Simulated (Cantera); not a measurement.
Cantera run:

```python
import numpy as np
import cantera as ct

gas_names = """
    C CN CO CO2 C2 CCN CNC C2N2 C2O C3 C3O2 C4 C4N2 C5 Fe FeC5O5 FeO N NCO NO NO2 NO3 N2 N2O O O2 O3
""".split()
cond_names = """
    C(gr) Fe(a) Fe(c) Fe(d) Fe(L) FeC5O5(L) FeO(s) FeO(L) Fe2O3(s) Fe3O4(s)
""".split()


# ... load() reads the species with a 1 bar reference pressure and builds the phases ...
atoms = {
    'Fe3O4': {'Fe': 3, 'O': 4},
    'CO': {'C': 1, 'O': 1},
    'N2': {'N': 2},
}
top_T = {'C(gr)': 4500, 'Fe2O3(s)': 1830, 'Fe3O4(s)': 1870}  # K; cautious upper limits of use, not melting points


# ... equilibrate(T, P, feed) seeds the gas with the atoms and calls Mixture.equilibrate('TP', solver="vcs", rtol=1e-11, max_steps=5000) ...
results = []
feed = {'Fe3O4': 1, 'CO': 13, 'N2': 0.55}  # mol
for P in [10, 42, 180, 750, 3200, 13000, 56000, 240000, 1000000]:
    for T in [948, 1048, 1148, 1248, 1348, 1448, 1548, 1648, 1748, 1848, 1948, 2048]:
        mix = equilibrate(T, P, feed)
        results.append((T, P, feed, dict(zip(mix.species_names, mix.species_moles))))

for T, P, feed, n in results:
    print(f"{T:7g} {P:10.4g}  " + (" + ".join(c for c in cond_names if n.get(c, 0) > 1e-12) or "gas only"))
```

Result:

```
    948         10  Fe(a) + FeO(s)
   1048         10  Fe(a) + FeO(s)
   1148         10  Fe(a) + FeO(s)
   1248         10  Fe(c) + FeO(s)
   1348         10  Fe(c) + FeO(s)
   1448         10  Fe(c) + FeO(s)
   1548         10  Fe(c) + FeO(s)
   1648         10  Fe(c) + FeO(s)
   1748         10  FeO(L)
   1848         10  FeO(L)
   1948         10  gas only
   2048         10  gas only
    948         42  Fe(a) + FeO(s)
   1048         42  Fe(a) + FeO(s)
   1148         42  Fe(a) + FeO(s)
   1248         42  Fe(c) + FeO(s)
   1348         42  Fe(c) + FeO(s)
   1448         42  Fe(c) + FeO(s)
   1548         42  Fe(c) + FeO(s)
   1648         42  Fe(c) + FeO(s)
   1748         42  Fe(d) + FeO(L)
   1848         42  FeO(L)
   1948         42  FeO(L)
   2048         42  gas only
    948        180  Fe(a) + FeO(s)
   1048        180  Fe(a) + FeO(s)
   1148        180  Fe(a) + FeO(s)
   1248        180  Fe(c) + FeO(s)
   1348        180  Fe(c) + FeO(s)
   1448        180  Fe(c) + FeO(s)
   1548        180  Fe(c) + FeO(s)
   1648        180  Fe(c) + FeO(s)
   1748        180  Fe(d) + FeO(L)
   1848        180  FeO(L)
   1948        180  FeO(L)
   2048        180  FeO(L)
    948        750  Fe(a) + FeO(s)
   1048        750  Fe(a) + FeO(s)
   1148        750  Fe(a) + FeO(s)
   1248        750  Fe(c) + FeO(s)
   1348        750  Fe(c) + FeO(s)
   1448        750  Fe(c) + FeO(s)
   1548        750  Fe(c) + FeO(s)
   1648        750  Fe(c) + FeO(s)
   1748        750  Fe(d) + FeO(L)
   1848        750  Fe(L) + FeO(L)
   1948        750  FeO(L)
   2048        750  FeO(L)
    948       3200  Fe(a) + FeO(s)
   1048       3200  Fe(a) + FeO(s)
   1148       3200  Fe(a) + FeO(s)
   1248       3200  Fe(c) + FeO(s)
   1348       3200  Fe(c) + FeO(s)
   1448       3200  Fe(c) + FeO(s)
   1548       3200  Fe(c) + FeO(s)
   1648       3200  Fe(c) + FeO(s)
   1748       3200  Fe(d) + FeO(L)
   1848       3200  Fe(L) + FeO(L)
   1948       3200  Fe(L) + FeO(L)
   2048       3200  FeO(L)
    948    1.3e+04  Fe(a) + FeO(s)
   1048    1.3e+04  Fe(a) + FeO(s)
   1148    1.3e+04  Fe(a) + FeO(s)
   1248    1.3e+04  Fe(c) + FeO(s)
   1348    1.3e+04  Fe(c) + FeO(s)
   1448    1.3e+04  Fe(c) + FeO(s)
   1548    1.3e+04  Fe(c) + FeO(s)
   1648    1.3e+04  Fe(c) + FeO(s)
   1748    1.3e+04  Fe(d) + FeO(L)
   1848    1.3e+04  Fe(L) + FeO(L)
   1948    1.3e+04  Fe(L) + FeO(L)
   2048    1.3e+04  Fe(L) + FeO(L)
    948    5.6e+04  C(gr) + FeO(s)
   1048    5.6e+04  Fe(a) + FeO(s)
   1148    5.6e+04  Fe(a) + FeO(s)
   1248    5.6e+04  Fe(c) + FeO(s)
   1348    5.6e+04  Fe(c) + FeO(s)
   1448    5.6e+04  Fe(c) + FeO(s)
   1548    5.6e+04  Fe(c) + FeO(s)
   1648    5.6e+04  Fe(c) + FeO(s)
   1748    5.6e+04  Fe(d) + FeO(L)
   1848    5.6e+04  Fe(L) + FeO(L)
   1948    5.6e+04  Fe(L) + FeO(L)
   2048    5.6e+04  Fe(L) + FeO(L)
    948    2.4e+05  C(gr) + FeO(s)
   1048    2.4e+05  C(gr) + FeO(s)
   1148    2.4e+05  Fe(a) + FeO(s)
   1248    2.4e+05  Fe(c) + FeO(s)
   1348    2.4e+05  Fe(c) + FeO(s)
   1448    2.4e+05  Fe(c) + FeO(s)
   1548    2.4e+05  Fe(c) + FeO(s)
   1648    2.4e+05  Fe(c) + FeO(s)
   1748    2.4e+05  Fe(d) + FeO(L)
   1848    2.4e+05  Fe(L) + FeO(L)
   1948    2.4e+05  Fe(L) + FeO(L)
   2048    2.4e+05  Fe(L) + FeO(L)
    948      1e+06  C(gr) + FeO(s)
   1048      1e+06  C(gr) + FeO(s)
   1148      1e+06  C(gr) + FeO(s)
   1248      1e+06  Fe(c) + FeO(s)
   1348      1e+06  Fe(c) + FeO(s)
   1448      1e+06  Fe(c) + FeO(s)
   1548      1e+06  Fe(c) + FeO(s)
   1648      1e+06  Fe(c) + FeO(s)
   1748      1e+06  Fe(d) + FeO(L)
   1848      1e+06  Fe(L) + FeO(L)
   1948      1e+06  Fe(L) + FeO(L)
   2048      1e+06  Fe(L) + FeO(L)
```

These are equilibrium values from Cantera (NASA tables, ideal gas, pure condensed phases), not measurements of a reactor. Each liquid is taken as pure. Mutual solubility and eutectic melting of coexisting phases are not modelled. The tables' stoichiometric FeO is somewhat more stable than real wüstite, so its field is too wide. FeO: taken at fixed stoichiometry. Condensed phases not in the tables: cementite and carbon dissolved in iron.
